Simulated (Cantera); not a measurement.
A freely propagating, adiabatic, planar premixed flame of C3H8 : O2 : N2 : H2O = 1 : 3.57 : 13.4 : 0.38 (molar parts), unburnt at 525 K and 6830 Torr; mixture-averaged transport, grid criteria slope 0.08 and curve 0.16, no radiation.

Model: GRI-Mech 3.0 (53 species, 325 reactions), integrated in Cantera. GRI-Mech 3.0 was tuned for natural gas; its chemistry of propane as a main component is partial and can be far from experiment. Burning velocities carry a grid error of a few per cent, more on coarse grids.

### Question
Predict: laminar burning velocity; thermal thickness; peak x(CH2).

### Answer
```
Quantity                     Result
------------------------  ---------
laminar burning velocity  34.4 cm/s
thermal thickness         0.0801 mm
peak x(CH2)                 3.67e-5
```
